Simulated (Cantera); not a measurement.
Feed: 1 mol CS2, 0.022 mol SO2, 5.1 mol H2, 0.22 mol O2, equilibrated at 2625 K and 57.0 Torr.

Method: chemical equilibrium by Gibbs-energy minimisation in Cantera with the NASA 1993 tables (ideal gas, pure condensed phases). Candidate condensed phases: C, C6H6, C7H8, C8H18, H2O, H2SO4, S; 123 gas species. Kinetics and transport are ignored.

Base state: H2 0.600, H 0.119, CO 0.0648, CS 0.0626, S 0.0577, S2 0.0484, SH 0.0349, CS2 0.00649 (mole fractions); condensed: gas only.

### Question
What changes in the equilibrium state with this change: CS2 replaced by NF3?

### Answer
```tsv
species	before	after
HF	0	0.400
H2	0.600	0.372
H	0.119	0.0940
N2	0	0.0667
CO	0.0648	0
CS	0.0626	0
H2O	1.42e-6	0.0593
S2	0.0484	2.35e-5
SH	0.0349	0.000606
S	0.0577	0.00127
CS2	0.00649	0
F	0	0.000288
```
